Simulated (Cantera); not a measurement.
Fe(CO)5 + CO + H2 (iron carbonyl, mercury and lead vapours)

Input: 1 mol Fe(CO)5, 0.29 mol CO, a varied amount of H2, equilibrated at 675 °C and 0.0100 bar.

These are equilibrium values from Cantera (NASA tables, ideal gas, pure condensed phases), not measurements of a reactor. Candidate condensed phases: C, C6H6, C7H8, C8H18, Fe, Fe(CO)5, FeO, Fe(OH)2, Fe(OH)3, Fe2O3, Fe3O4, H2O; 114 gas species. Condensed phases not in the tables: cementite and carbon dissolved in iron. Equilibrium is a limit: real reactors are often held back by kinetics, nucleation or transport.

```tsv
n(H2) (mol)	x H2	x CO	x CO2	x H2O	n C(graphite)	n Fe(α)
6.7	0.559	0.435	0.00330	0.00235	0.0610	1.00
15	0.738	0.258	0.00116	0.00184	0.0417	1.00
23	0.812	0.185	0.000597	0.00145	0.0259	1.00
31	0.853	0.144	0.000363	0.00119	0.0111	1.00
39	0.879	0.118	0.000251	0.00103	0	1.00
47	0.898	0.100	0.000201	0.000998	0	1.00
55	0.911	0.0866	0.000165	0.000962	0	1.00
63	0.921	0.0764	0.000139	0.000928	0	1.00
71	0.930	0.0683	0.000119	0.000896	0	1.00
```
x: gas mole fraction; n: condensed amount in mol.

From 6.7 mol H2 to 31 mol H2 the condensed part is C(graphite) + Fe(α). From 39 mol H2 to 71 mol H2 the condensed part is Fe(α).
